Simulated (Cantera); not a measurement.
Input (Python, Cantera) and output of one run.

```python
import numpy as np
import cantera as ct

gas_names = [...]  # 109 gases of nasa_gas.yaml made of C, Cl, H, Si
cond_names = """
    C(gr) C6H6(L) C7H8(L) C8H18(L),n-octa Si(cr) Si(L) SiC(b)
""".split()


# ... load() reads the species with a 1 bar reference pressure and builds the phases ...
atoms = {
    'CH3Cl': {'C': 1, 'H': 3, 'CL': 1},
    'Si': {'Si': 1},
    'H2': {'H': 2},
}
top_T = {'C(gr)': 4500, 'SiC(b)': 3050}  # K; cautious upper limits of use, not melting points


# ... equilibrate(T, P, feed) seeds the gas with the atoms and calls Mixture.equilibrate('TP', solver="vcs", rtol=1e-11, max_steps=5000) ...
results = []
feed = {'CH3Cl': 1, 'Si': 0.11, 'H2': 0.096}  # mol
P = 7  # Pa
for T in [1423, 1523, 1623, 1723, 1823, 1923, 2023, 2123, 2223, 2323]:
    mix = equilibrate(T, P, feed)
    results.append((T, P, feed, dict(zip(mix.species_names, mix.species_moles))))

top = {s: max(r[3][s] / sum(r[3][g] for g in gas_names) for r in results) for s in gas_names}
cols = sorted((s for s in top if top[s] > 0.0001), key=lambda s: -top[s])[:8]
seen = [c for c in cond_names if any(r[3].get(c, 0) > 1e-12 for r in results)]
print("log10 of partial pressures in bar; condensed amounts in mol")
print(f"{'T/K':>10s}" + "".join(f"{s[:9]:>10s}" for s in cols + seen))
for T, P, feed, n in results:
    ng = sum(n[g] for g in gas_names)
    print(f"{T:10.4g}" + "".join(f"{np.log10(max(n[s] / ng * P / 1e5, 1e-99)):10.3f}" for s in cols)
          + "".join(f"{n.get(c, 0):10.4g}" for c in seen))
```

It prints:

```
log10 of partial pressures in bar; condensed amounts in mol
       T/K        H2         H       HCL        CL        Si     SiCL2      SiC2      SiCL     C(gr)    SiC(b)
      1423    -4.431    -7.393    -4.489    -7.538   -11.091    -6.343   -14.151   -10.202    0.9039   0.09608
      1523    -4.429    -6.851    -4.497    -7.015    -9.843    -6.151   -12.517    -9.347    0.9114   0.08854
      1623    -4.427    -6.374    -4.510    -6.560    -8.750    -5.993   -11.087    -8.604    0.9208   0.07912
      1723    -4.429    -5.953    -4.529    -6.165    -7.785    -5.870    -9.826    -7.956    0.9318   0.06803
      1823    -4.437    -5.582    -4.561    -5.823    -6.928    -5.781    -8.706    -7.391    0.9457   0.05368
      1923    -4.462    -5.257    -4.615    -5.533    -6.160    -5.738    -7.706    -6.903    0.9743   0.02296
      2023    -4.522    -4.982    -4.678    -5.268    -5.752    -5.974    -7.089    -6.744    0.9915         0
      2123    -4.615    -4.753    -4.785    -5.057    -5.653    -6.518    -6.802    -6.899     0.984         0
      2223    -4.752    -4.569    -4.966    -4.922    -5.665    -7.232    -6.645    -7.202    0.9746         0
      2323    -4.954    -4.440    -5.219    -4.848    -5.720    -8.026    -6.546    -7.572    0.9611         0
```

Equilibrium computed with Cantera from the NASA thermochemical tables; the gas is ideal and each condensed phase is pure. The tables' values for SiCl, SiCl3 are old estimates; treat these amounts as uncertain.
